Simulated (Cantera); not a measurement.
An isothermal, constant-pressure homogeneous reactor starts with CH4 : H2O = 1 : 0.39 (molar parts), at 1323 K and 7500 Torr.

Computed with Cantera and GRI-Mech 3.0 (53 species, 325 reactions). GRI-Mech 3.0 stops at C3 and has no aromatics, soot or wall deposition, so with more carbon than oxygen in the feed, carbon stays in small species such as C2H2 where larger ones or solid carbon would form.

### Question
Predict: x(CH4) at 7.00 s; x(H2O) at 7.00 s; x(H) at 7.00 s; x(CO) at 7.00 s; x(CO2) at 7.00 s.

### Answer
| Item | Result |
|---|---|
| x(CH4) at 7.00 s | 0.528 (gas-phase equilibrium 0.279) |
| x(H2O) at 7.00 s | 0.254 (gas-phase equilibrium 0.000491) |
| x(H) at 7.00 s | 1.96e-7 (gas-phase equilibrium 3.71e-7) |
| x(CO) at 7.00 s | 0.00211 (gas-phase equilibrium 0.179) |
| x(CO2) at 7.00 s | 0.000655 (gas-phase equilibrium 8.78e-5) |
